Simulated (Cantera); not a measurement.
Input: 1 mol C₃H₈, 0.063 mol O₂, 2.7 mol H₂, at 275 °C and 0.0133 bar.

These are equilibrium values from Cantera (NASA tables, ideal gas, pure condensed phases), not measurements of a reactor. Candidate condensed phases: C, C₆H₆, C₇H₈, C₈H₁₈, H₂O; 110 gas species. Rates play no part.

Base state: CH₄ 0.642, H₂ 0.327, H₂O 0.0306, CO₂ 0.000149, CO 2.69e-5 (mole fractions); condensed: C(graphite).

Task: What changes in the equilibrium state with this change: temperature from 275 °C to 800 °C?

Result: 
| species | before | after |
|---|---|---|
| H₂ | 0.327 | 0.981 |
| CO | 2.69e-5 | 0.0184 |
| CH₄ | 0.642 | 0.000589 |
| H₂O | 0.0306 | 3.13e-5 |
| CO₂ | 0.000149 | 6.37e-7 |
| C(graphite), mol | 0.379 | 2.87 |
